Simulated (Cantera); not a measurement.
Feed: 1 mol SiH4, 0.57 mol H2O, 180 mol N2, 17 mol CO2, held at 573.15 K and 10.0 Pa.

These are equilibrium values from Cantera (NASA tables, ideal gas, pure condensed phases), not measurements of a reactor. Candidate condensed phases: C, C6H6, C7H8, C8H18, H2O, Si, SiC, SiO2, Si2N2O, Si3N4; 151 gas species. Kinetics and transport are ignored.

Base state: N2 0.902, CO2 0.0759, H2 0.0107, CO 0.00931, H2O 0.00214 (mole fractions); condensed: SiO2(α-quartz).

Problem. What changes in the equilibrium state with this change: SiH4 replaced by HMDSO?

Solution. 
```json
[
 {"species": "N2", "before": "0.902", "after": "0.872"},
 {"species": "CO2", "before": "0.0759", "after": "0.0667"},
 {"species": "H2", "before": "0.0107", "after": "0.0418"},
 {"species": "CO", "before": "0.00931", "after": "0.0151"},
 {"species": "CH4", "before": "7.93e-7", "after": "3.58e-5"},
 {"species": "H2O", "before": "0.00214", "after": "0.00453"},
 {"species": "SiO2(α-quartz), mol", "before": "1.00", "after": "2.00"},
 {"species": "C(graphite), mol", "before": "0", "after": "6.12"}
]
```
The feed counts by its element totals alone.

Problem. What changes in the equilibrium state with this change: CO2 from 17 to 2.1 mol?

Solution. 
| species | before | after |
|---|---|---|
| N2 | 0.902 | 0.977 |
| H2 | 0.0107 | 0.0135 |
| CO2 | 0.0759 | 0.00521 |
| CO | 0.00931 | 0.00421 |
| H2O | 0.00214 | 0.000410 |
| SiO2(α-quartz), mol | 1.00 | 1.00 |
| C(graphite), mol | 0 | 0.364 |
